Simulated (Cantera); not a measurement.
What does this Cantera script print?

```python
import numpy as np
import cantera as ct

gas_names = [...]  # 118 gases of nasa_gas.yaml made of C, Cl, F, H
cond_names = """
    C(gr) C6H6(L) C7H8(L) C8H18(L),n-octa
""".split()


# ... load() reads the species with a 1 bar reference pressure and builds the phases ...
atoms = {
    'c-C4F8': {'C': 4, 'F': 8},
    'HCl': {'H': 1, 'CL': 1},
}
top_T = {'C(gr)': 4500}  # K; cautious upper limits of use, not melting points


# ... equilibrate(T, P, feed) seeds the gas with the atoms and calls Mixture.equilibrate('TP', solver="vcs", rtol=1e-11, max_steps=5000) ...
results = []
feed = {'c-C4F8': 1, 'HCl': 0.081}  # mol
P = 13332.2  # Pa
for T in [1650, 1750, 1850, 1950, 2050, 2150, 2250, 2350, 2450, 2550]:
    mix = equilibrate(T, P, feed)
    results.append((T, P, feed, dict(zip(mix.species_names, mix.species_moles))))

top = {s: max(r[3][s] / sum(r[3][g] for g in gas_names) for r in results) for s in gas_names}
cols = sorted((s for s in top if top[s] > 0.0001), key=lambda s: -top[s])[:8]
seen = [c for c in cond_names if any(r[3].get(c, 0) > 1e-12 for r in results)]
print("log10 of partial pressures in bar; condensed amounts in mol")
print(f"{'T/K':>10s}" + "".join(f"{s[:9]:>10s}" for s in cols + seen))
for T, P, feed, n in results:
    ng = sum(n[g] for g in gas_names)
    print(f"{T:10.4g}" + "".join(f"{np.log10(max(n[s] / ng * P / 1e5, 1e-99)):10.3f}" for s in cols)
          + "".join(f"{n.get(c, 0):10.4g}" for c in seen))
```

It prints:

```
log10 of partial pressures in bar; condensed amounts in mol
       T/K       CF4       CF2         F        HF        CL       CF3        CF     CCLF3     C(gr)
      1650    -0.908    -3.941    -4.930    -2.305    -2.482    -4.467    -8.181    -3.195     2.016
      1750    -0.910    -3.439    -4.357    -2.303    -2.397    -4.060    -7.307    -3.349     2.015
      1850    -0.913    -2.994    -3.847    -2.302    -2.354    -3.699    -6.529    -3.520      2.01
      1950    -0.921    -2.598    -3.389    -2.304    -2.334    -3.378    -5.833    -3.696     1.999
      2050    -0.935    -2.245    -2.979    -2.311    -2.329    -3.096    -5.208    -3.874     1.974
      2150    -0.965    -1.935    -2.611    -2.325    -2.337    -2.852    -4.646    -4.060     1.925
      2250    -1.021    -1.667    -2.282    -2.351    -2.359    -2.652    -4.142    -4.266     1.837
      2350    -1.119    -1.447    -1.993    -2.394    -2.399    -2.505    -3.693    -4.510     1.694
      2450    -1.284    -1.282    -1.747    -2.456    -2.460    -2.426    -3.301    -4.815     1.489
      2550    -1.541    -1.184    -1.545    -2.533    -2.536    -2.433    -2.966    -5.194     1.264
```

Cantera equilibrium calculation (NASA polynomials, part measured and part estimated; ideal gas, pure solids and liquids). The feed counts by its element totals alone. The tables' values for C2F4 are old estimates; treat these amounts as uncertain. Gases not in the tables: C2F6 and larger saturated fluorocarbons.
